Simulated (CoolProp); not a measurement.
Vapour-liquid equilibrium of propylene (1) + n-hexane (2) at -35.65 °C; x and y are mole fractions of (1).

The numbers come from the multi-fluid Helmholtz-energy mixture model, Lemmon 2013 and Thol 2019; pair parameters Bell 2016 in CoolProp.

```csv
x,"bubble pressure, mixture model (MPa)","bubble pressure, Raoult's law (MPa)","y, mixture model","y, Raoult's law"
0.05,0.01596,0.009068,0.962,0.934
0.2,0.04415,0.03437,0.987,0.985
0.35,0.06372,0.05968,0.992,0.993
0.5,[?],0.08499,[?],0.996
0.65,0.1067,0.1103,[?],0.998
0.8,0.1328,0.1356,0.999,0.999
0.95,0.1603,0.1609,1.000,1.000
```

Task: Complete the blanks.

Result: 
- 0.5, bubble pressure, mixture model (MPa): 0.08365
- 0.5, y, mixture model: 0.995
- 0.65, y, mixture model: 0.997

The largest gap from Raoult's law is +76.0 % in bubble pressure, at x = 0.05. No azeotrope shows between x = 0.05 and 0.95.

The pair parameters rest on a limited set of measurements; away from them the model extrapolates. The gap from Raoult's law changes sign with composition, which may be real or a fault of the pair parameters; it wasn't checked against measurements. With so large a gap from Raoult's law the liquid may split in two, which this calculation doesn't test in full.
